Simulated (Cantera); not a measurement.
A closed system holds: 1 mol CuO, 1.5 mol C, 7.9 mol H2, held at 2100 °C and 4.20 bar.

Cantera equilibrium calculation (NASA polynomials, part measured and part estimated; ideal gas, pure solids and liquids). Candidate condensed phases: C, C6H6, C7H8, C8H18, Cu, CuO, Cu(OH)2, Cu2O, H2O; 113 gas species. Equilibrium is a limit: real reactors are often held back by kinetics, nucleation or transport.

Base state: H2 0.859, CO 0.110, Cu 0.0187, H 0.00632, C2H2 (acetylene) 0.00529, CH4 0.000578, Cu2 0.000220, CH3 7.87e-5 (mole fractions); condensed: C(graphite) + Cu(l).

Question: What changes in the equilibrium state with this change: temperature from 2100 °C to 1302 °C?

Answer: 
```csv
species,before,after
H2,0.859,0.881
CO,0.110,0.113
CH4,0.000578,0.00593
Cu,0.0187,6.51e-6
H,0.00632,1.90e-5
Cu2,0.000220,4.04e-9
C4H2,1.34e-5,<1e-9
"C(graphite), mol",0.397,0.451
"Cu(l), mol",0.826,1.000
```
